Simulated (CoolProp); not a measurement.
Vapour-liquid equilibrium of R125 (1) + R134a (2) at 299.5 K; x and y are mole fractions of (1).

Computed with CoolProp (multi-fluid Helmholtz-energy mixture model, Lemmon 2005 and Tillner-Roth 1994; pair parameters Lemmon 2004).

| x | bubble pressure, mixture model (kPa) | bubble pressure, Raoult's law (kPa) | y, mixture model | y, Raoult's law |
|---|---|---|---|---|
| 0.05 | 730.1 | 729.3 | 0.090 | 0.098 |
| 0.2 | 841.2 | 839.6 | … | 0.340 |
| 0.35 | 950.5 | 949.8 | … | 0.526 |
| 0.5 | … | 1060 | 0.633 | 0.673 |
| 0.65 | … | 1170 | … | 0.793 |
| 0.8 | … | 1281 | … | 0.892 |
| 0.95 | 1389 | 1391 | … | 0.975 |

**Question.** Fill in the missing entries.

**Answer.** 
- 0.2, y, mixture model: 0.313
- 0.35, y, mixture model: 0.488
- 0.5, bubble pressure, mixture model (kPa): 1059
- 0.65, bubble pressure, mixture model (kPa): 1168
- 0.65, y, mixture model: 0.757
- 0.8, bubble pressure, mixture model (kPa): 1277
- 0.8, y, mixture model: 0.867
- 0.95, y, mixture model: 0.968

The largest gap from Raoult's law is -0.3 % in bubble pressure, at x = 0.8. No azeotrope shows between x = 0.05 and 0.95.

Pair parameters are fitted to limited data, so mixtures are less certain than the pure fluids.
